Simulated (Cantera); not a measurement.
Mixture: 16.6 % H₂, 18.4 % O₂, 59.1 % N₂, 5.81 % H₂O, at 1.01 bar, adiabatic and at constant pressure. Ignition delay is the time to a rise of 400 K.

Cantera simulation using the H2/O2 subset of GRI-Mech 3.0, which has no nitrogen chemistry; the numbers are that mechanism's predictions, not measurements. Where the delays flatten at high temperature, the 400 K rule measures the pace of heat release, not the induction time.

Task: Predict: delay at 1025 K; delay at 1125 K; delay at 1225 K; delay at 1325 K; delay at 1425 K.

Result: 
```
Quantity           Result
---------------  --------
delay at 1025 K  0.392 ms
delay at 1125 K   86.1 µs
delay at 1225 K   45.8 µs
delay at 1325 K   31.1 µs
delay at 1425 K   24.7 µs
```
